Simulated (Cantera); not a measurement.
Feed: 1 mol C2F6, 1.7 mol H2, at 23.0 Pa.

Cantera equilibrium calculation (NASA polynomials, part measured and part estimated; ideal gas, pure solids and liquids). Candidate condensed phases: C, C6H6, C7H8, C8H18; 95 gas species. The feed counts by its element totals alone. Kinetics and transport are ignored.

**Question.** At 3000 °C, list the 6 most abundant gas species with their mole fractions, and the condensed phases.

**Answer.** F 0.518, H 0.284, C 0.148, HF 0.0299, C2 0.00807, CF 0.00626. Condensed: gas only.
